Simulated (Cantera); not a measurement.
# Thermodynamics of silicon epitaxy and polysilicon growth, feed Si₃H₈ + HCl + N₂

Input: 1 mol Si₃H₈, 2.1 mol HCl, 4.9 mol N₂, held at 1.70 bar.

These are equilibrium values from Cantera (NASA tables, ideal gas, pure condensed phases), not measurements of a reactor. Candidate condensed phases: NH₄Cl, Si, Si₃N₄; 28 gas species. The feed counts by its element totals alone. N₂ is the only nitrogen source here; it is nearly inert below about 1500 K, so the nitride shown seldom forms there in practice. The tables' values for SiCl₃ are old estimates; treat these amounts as uncertain. The numbers say what is thermodynamically allowed, not how fast it happens.

From 1127 °C to 1402 °C the condensed part is Si₃N₄(s). The main Si-bearing gas is SiCl₄ at 1127 °C and SiCl₂ at 1402 °C.

```
T (°C)  log p H₂  log p N₂  log p HCl  log p SiCl₂  log p SiCl₄  n Si₃N₄(s)
------  --------  --------  ---------  -----------  -----------  ----------
1127       -0.11     -0.26      -0.43        -3.59        -2.31       0.989
1152       -0.11     -0.26      -0.43        -3.42        -2.33       0.989
1177       -0.11     -0.26      -0.43        -3.26        -2.35       0.988
1202       -0.11     -0.26      -0.43        -3.10        -2.37       0.988
1227       -0.11     -0.26      -0.43        -2.95        -2.40       0.987
1252       -0.11     -0.26      -0.43        -2.80        -2.42       0.986
1277       -0.11     -0.26      -0.43        -2.66        -2.44       0.985
1302       -0.11     -0.26      -0.43        -2.53        -2.47       0.984
1327       -0.11     -0.26      -0.44        -2.40        -2.50       0.982
1352       -0.11     -0.26      -0.44        -2.28        -2.53       0.979
1377       -0.11     -0.26      -0.44        -2.16        -2.56       0.976
1402       -0.11     -0.25      -0.45        -2.05        -2.60       0.972
```
log p: log10 of the partial pressure in bar; n: condensed amount in mol.
